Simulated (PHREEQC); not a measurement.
Dissolve 0.033 mol/kgw CdCl2 and 0.084 mol/kgw MnSO4 at 25 °C. Closed to the air; pH follows from the charge balance.

Computed with PHREEQC (ion-association model, phreeqc.dat).

Each row changes one thing in this solution. This is a speciation only: nothing precipitates in the calculation.

| case | pH | ionic strength (mol/kgw) | Cl- (mol/kgw) | CdCl+ (mol/kgw) | Cd+2 (mol/kgw) | CdCl2 (mol/kgw) | SI of Cd(OH)2 (Cd(OH)2) |
|---|---|---|---|---|---|---|---|
| as made | 5.90 | 0.239 | 0.0487 | 0.0117 | 0.00884 | 0.00117 | -4.43 |
| MnSO4 left out | 5.61 | ? | 0.0417 | 0.0196 | 0.0111 | 0.00224 | -4.74 |
| CdCl2 from 0.033 to 0.066 mol/kgw | 5.71 | ? | 0.0843 | 0.0311 | 0.0141 | 0.00520 | -4.63 |

Q: What belongs in the gaps?

A: 
- MnSO4 left out, ionic strength (mol/kgw): 0.0529
- CdCl2 from 0.033 to 0.066 mol/kgw, ionic strength (mol/kgw): 0.280
